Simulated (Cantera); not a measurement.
Charge: 1 mol Si(CH3)4, 0.18 mol C3H8, 210 mol H2, held at 1352 °C and 36.0 mbar.

Equilibrium computed with Cantera from the NASA thermochemical tables; the gas is ideal and each condensed phase is pure. Candidate condensed phases: C, C6H6, C7H8, C8H18, Si, SiC; 87 gas species. Kinetics and transport are ignored.

Base state: H2 1.000, H 0.000372, CH4 5.29e-5, C2H2 (acetylene) 3.55e-5 (mole fractions); condensed: C(graphite) + SiC(s).

Q: What changes in the equilibrium state with this change: temperature from 1352 °C to 1552 °C?

A: 
```tsv
species	before	after
H2	1.000	0.997
H	0.000372	0.00232
C2H2 (acetylene)	3.55e-5	0.000214
CH4	5.29e-5	2.54e-5
C(graphite), mol	3.51	3.44
SiC(s), mol	1.000	0.999
```
